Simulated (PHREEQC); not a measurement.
PHREEQC input (Pitzer model, pitzer.dat):

```
SOLUTION 1
  temp 25
  units mol/kgw
  pH 7 charge
  Cl 0.051
  Li 0.019
  Mg 0.016
END
USE solution 1
INCREMENTAL_REACTIONS false
REACTION 1
  H2O -1
  0 9.886 18.011 24.689 30.178 34.689 38.397 41.444
  43.949 46.007 47.699 49.089 50.232 51.172 51.944 52.578
  53.1 53.528 53.88 54.17 54.408 54.603 54.764 54.896
  55.005 55.094 55.168 55.228 moles
EQUILIBRIUM_PHASES 1
  Bischofite 0 0
  Brucite 0 0
  MgCl2_4H2O 0 0
SELECTED_OUTPUT 1
  -reset false
  -pH true
  -pe true
  -ionic_strength true
  -water true
  -activities H2O
  -totals Cl Li Mg
  -molalities H+ Li+ Mg+2 Cl- OH- MgOH+
  -equilibrium_phases Bischofite Brucite MgCl2_4H2O
PRINT
  -reset false
END
```

Selected output (columns that matter, 15 of 28 rows; water left (kg) added in front):

```
water left (kg)	pH	mu	Cl	Li	Mg	m_H+	m_Li+	m_Mg+2	m_Cl-	m_OH-	la_H2O
1	6.8346	0.067	0.051	0.019	0.016	1.7755e-07	0.019	0.016	0.051	9.2478e-08	-0.00061254
0.675514	6.8003	0.099184	0.075498	0.028127	0.023686	1.956e-07	0.028127	0.023686	0.075498	9.0808e-08	-0.00089959
0.456313	6.7621	0.14683	0.11177	0.041638	0.035064	2.1655e-07	0.041638	0.035064	0.11177	8.9458e-08	-0.0013239
0.30824	6.7191	0.21736	0.16546	0.06164	0.051908	2.4055e-07	0.06164	0.051908	0.16546	8.8487e-08	-0.0019546
0.208215	6.6698	0.32178	0.24494	0.091252	0.076844	2.6788e-07	0.091252	0.076844	0.24494	8.7838e-08	-0.0028989
0.140655	6.6114	0.47634	0.36259	0.13508	0.11375	2.9909e-07	0.13508	0.11375	0.36259	8.7268e-08	-0.0043263
0.0950203	6.5391	0.70511	0.53673	0.19996	0.16839	3.354e-07	0.19996	0.16838	0.53673	8.6221e-08	-0.0065131
0.0641769	6.4447	1.044	0.79468	0.29606	0.24931	3.7941e-07	0.29606	0.24931	0.79468	8.3654e-08	-0.0099341
0.0527548	6.3853	1.27	0.96674	0.36016	0.30329	4.0579e-07	0.36016	0.30329	0.96674	8.1308e-08	-0.012348
0.0356396	6.2297	1.8799	1.431	0.53312	0.44894	4.7318e-07	0.53312	0.44894	1.431	7.3217e-08	-0.019452
0.0240733	5.9997	2.7832	2.1185	0.78926	0.66464	5.7549e-07	0.78926	0.66464	2.1185	5.9173e-08	-0.031745
0.0162724	5.6515	4.1174	3.1341	1.1676	0.98326	7.5021e-07	1.1676	0.98326	3.1341	3.9688e-08	-0.054294
0.0109937	5.1185	6.0944	4.639	1.7283	1.4554	1.0842e-06	1.7283	1.4554	4.639	1.9641e-08	-0.098463
0.0074265	4.3087	9.0218	6.8673	2.5584	2.1544	1.7811e-06	2.5584	2.1544	6.8673	6.0726e-09	-0.19001
0.00501235	3.0898	13.367	10.175	3.7906	3.1921	3.3223e-06	3.7906	3.1921	10.175	9.0538e-10	-0.38994
```

Complexes and solids missing from the database can't appear.
